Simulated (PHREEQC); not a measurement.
0.019 g of hydrous ferric oxide (600 m²/g; 0.2 weak and 0.005 strong sites per Fe, Dzombak-Morel constants, diffuse double layer) in 1 kg of water with 0.005 mol/kgw of an inert sodium salt and 9.6e-08 mol MnCl2, 1e-05 mol Na2SO4 and 6.8e-05 mol Ag2SO4, at 25 °C; the pH is set by adding NaOH or the inert anion's acid. No oxygen is let in. No CO2 enters from the air. Precipitation was switched off in this run.

The series has 13 steps of pH, from 4 to 10.

The numbers come from PHREEQC with the ion-association model, wateq4f.dat.

Problem. Near which pH is half of the Mn sorbed, and on which side is more sorbed?

Solution. Near pH 8.1, with more sorbed at higher pH.

Species that the database lacks are ignored.
